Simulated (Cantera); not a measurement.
Cantera with NASA thermochemical tables; ideal gases at 1 bar, condensed phases pure. Values are per mole of reaction as written; species without (g) are pure solids or liquids, kept so even where they would boil at 1 bar.

Task: Between 300 and 2473 K, where is each reaction favourable under standard conditions?
- 2 Si + C ⇌ Si2C(g)

Result: 
- 2 Si + C ⇌ Si2C(g): ΔG° is 476 kJ at 300 K and 125 kJ at 2473 K; it stays positive (K < 1). ΔH° is 401 kJ and ΔS° 112 J/K at 2473 K.
